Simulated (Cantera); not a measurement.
An adiabatic, constant-pressure homogeneous reactor starts with CH4 : C2H6 : O2 : N2 = 1 : 0.073 : 1.07 : 4.04 (molar parts), at 1775 K and 61000 Pa. Integrator tolerance rtol = 1e-08.

Cantera simulation using GRI-Mech 3.0 (53 species, 325 reactions); the numbers are that mechanism's predictions, not measurements.

Problem. What does this change do: pressure from 61000 Pa to 550000 Pa?

Solution. 
```json
[
 {"quantity": "time of steepest temperature rise", "before": "89.4 µs", "after": "18.0 µs"},
 {"quantity": "temperature at 0.500 s", "before": "2623 K", "after": "2710 K"},
 {"quantity": "equilibrium temperature", "before": "2623 K", "after": "2710 K"},
 {"quantity": "x(CH4) at 0.500 s", "before": "4.36e-12 (gas-phase equilibrium 4.88e-12)", "after": "2.78e-10 (gas-phase equilibrium 3.12e-10)"},
 {"quantity": "x(C2H6) at 0.500 s", "before": "<1e-12 (gas-phase equilibrium <1e-12)", "after": "<1e-12 (gas-phase equilibrium <1e-12)"},
 {"quantity": "x(O2) at 0.500 s", "before": "8.25e-5 (gas-phase equilibrium 8.25e-5)", "after": "1.93e-5 (gas-phase equilibrium 1.93e-5)"},
 {"quantity": "x(CO) at 0.500 s", "before": "0.138 (gas-phase equilibrium 0.138)", "after": "0.140 (gas-phase equilibrium 0.140)"},
 {"quantity": "x(C2H2) at 0.500 s", "before": "<1e-12 (gas-phase equilibrium <1e-12)", "after": "1.12e-12 (gas-phase equilibrium 1.24e-12)"},
 {"quantity": "x(NO) at 0.500 s", "before": "0.000464 (gas-phase equilibrium 0.000464)", "after": "0.000258 (gas-phase equilibrium 0.000258)"}
]
```

Problem. What does this change do: CH4 1 to 0.61 parts?

Solution. 
```json
[
 {"quantity": "time of steepest temperature rise", "before": "89.4 µs", "after": "63.4 µs"},
 {"quantity": "temperature at 0.500 s", "before": "2623 K", "after": "2808 K"},
 {"quantity": "equilibrium temperature", "before": "2623 K", "after": "2808 K"},
 {"quantity": "x(CH4) at 0.500 s", "before": "4.36e-12 (gas-phase equilibrium 4.88e-12)", "after": "<1e-12 (gas-phase equilibrium <1e-12)"},
 {"quantity": "x(C2H6) at 0.500 s", "before": "<1e-12 (gas-phase equilibrium <1e-12)", "after": "<1e-12 (gas-phase equilibrium <1e-12)"},
 {"quantity": "x(O2) at 0.500 s", "before": "8.25e-5 (gas-phase equilibrium 8.25e-5)", "after": "0.00532 (gas-phase equilibrium 0.00532)"},
 {"quantity": "x(CO) at 0.500 s", "before": "0.138 (gas-phase equilibrium 0.138)", "after": "0.0860 (gas-phase equilibrium 0.0860)"},
 {"quantity": "x(C2H2) at 0.500 s", "before": "<1e-12 (gas-phase equilibrium <1e-12)", "after": "<1e-12 (gas-phase equilibrium <1e-12)"},
 {"quantity": "x(NO) at 0.500 s", "before": "0.000464 (gas-phase equilibrium 0.000464)", "after": "0.00528 (gas-phase equilibrium 0.00528)"}
]
```
